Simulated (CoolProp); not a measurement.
Vapour-liquid equilibrium of CH2F2 (R32) (1) + R236EA (2) at 277.9 K; x and y are mole fractions of (1).

Computed with CoolProp (multi-fluid Helmholtz-energy mixture model, Tillner-Roth 1997 and Rui 2013; pair parameters Bell 2016).

```
x     bubble pressure (kPa)  y at the bubble point  dew pressure at overall composition x (kPa)  liquid density (mol/L)
----  ---------------------  ---------------------  -------------------------------------------  ----------------------
0.05                  129.2                  0.286                                        100.1                       ?
0.2                   237.0                  0.657                                        116.9                   11.01
0.35                  353.3                  0.805                                        140.3                   12.10
0.5                   477.1                  0.883                                        175.3                   13.38
0.65                      ?                      ?                                        233.4                   14.91
0.8                   747.0                  0.967                                        348.1                   16.77
0.95                  893.8                      ?                                        670.4                   19.07
```

### Question
Fill in the missing entries.

### Answer

- 0.05, liquid density (mol/L): 10.08
- 0.65, bubble pressure (kPa): 608.1
- 0.65, y at the bubble point: 0.933
- 0.95, y at the bubble point: 0.993

No azeotrope shows between x = 0.05 and 0.95.

Pair parameters are fitted to limited data, so mixtures are less certain than the pure fluids.
